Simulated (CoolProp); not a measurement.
Dodecamethylcyclohexasiloxane (D6) at several states: fugacity coefficient from the reference equation and from simpler models built on Tc = 645.8 K, pc = 9.614 bar, ω = 0.736; each cubic takes its own stable root.

Values from CoolProp's reference Helmholtz-energy equation of state, Colonna 2008. It is a short technical equation, of lower accuracy than the large ones.

```json
[
 {"T (K)": "535.5", "p (bar)": "2.25", "phase": "liquid", "reference": "0.5842"},
 {"T (K)": "397.1", "p (bar)": "5.67", "phase": "liquid", "reference": "0.004288"},
 {"T (K)": "287.4", "p (bar)": "45.1", "phase": "liquid", "reference": "5.839e-7"}
]
```

### Question
How far does each simpler model (Redlich-Kwong, Soave-Redlich-Kwong, Peng-Robinson) lie from the reference over these 3 states: mean and median of the absolute difference, and the worst?

### Answer
- Redlich-Kwong: mean 13531.3 %, median 1015.7 %, worst +39530.1 % at 287.4 K and 45.1 bar
- Soave-Redlich-Kwong: mean 13.5 %, median 4.2 %, worst +36.1 % at 287.4 K and 45.1 bar
- Peng-Robinson: mean 32.0 %, median 10.1 %, worst +82.6 % at 287.4 K and 45.1 bar

At some of these states Redlich-Kwong gives the other phase, because its saturation line lies elsewhere.
